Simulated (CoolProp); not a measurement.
A closed Brayton cycle with carbon dioxide: compressor inlet 314.15 K and 9.7 MPa, high pressure 19.5 MPa, turbine inlet 865 K, compressor efficiency 0.8, turbine efficiency 0.93, recuperator effectiveness 0.95 (on enthalpy, no pinch check). Each further row changes one setting.

Model: reference Helmholtz-energy equation of state, Span 1996, in CoolProp.

```csv
case,thermal efficiency (%),net work (kJ/kg),compressor to turbine work,compressor exit (K),turbine exit (K)
as stated,35.6,82.9,0.19,340.4,775.0
turbine inlet 815 K,34.1,___,___,340.4,___
compressor inlet 324.15 K,35.6,72.7,0.29,372.8,775.0
high pressure 16.6 MPa,32.5,65.7,___,334.0,795.4
recuperator effectiveness 0.5,17.5,82.9,0.19,340.4,775.0
```

Complete the blanks.


- turbine inlet 815 K, net work (kJ/kg): 76.4
- turbine inlet 815 K, compressor to turbine work: 0.20
- turbine inlet 815 K, turbine exit (K): 728.3
- high pressure 16.6 MPa, compressor to turbine work: 0.17
